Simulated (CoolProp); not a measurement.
Properties of toluene along the isobar 3240 kPa.

The numbers come from the reference Helmholtz-energy equation of state, Lemmon 2006 in CoolProp. It is a short technical equation, of lower accuracy than the large ones.

```
T (K)   phase  Joule-Thomson coefficient (K/MPa)  conductivity (mW/(m K))  Prandtl number
-----  ------  ---------------------------------  -----------------------  --------------
482.5  liquid                           -0.02754                     87.9            3.69
499.7  liquid                            0.07920                     85.1            3.54
516.9  liquid                             0.2325                     82.6            3.38
534.1  liquid                             0.4759                     80.3            3.21
551.3  liquid                             0.9348                     78.2            3.04
568.4  liquid                              2.243                     76.3            2.96
585.6     gas                              15.75                     46.7           0.991
602.8     gas                              12.06                     46.2           0.893
620       gas                              9.931                     47.2           0.849
```

Viscosity comes from a separate model (Avgeri 2015). Thermal conductivity comes from a separate model (Assael 2012).
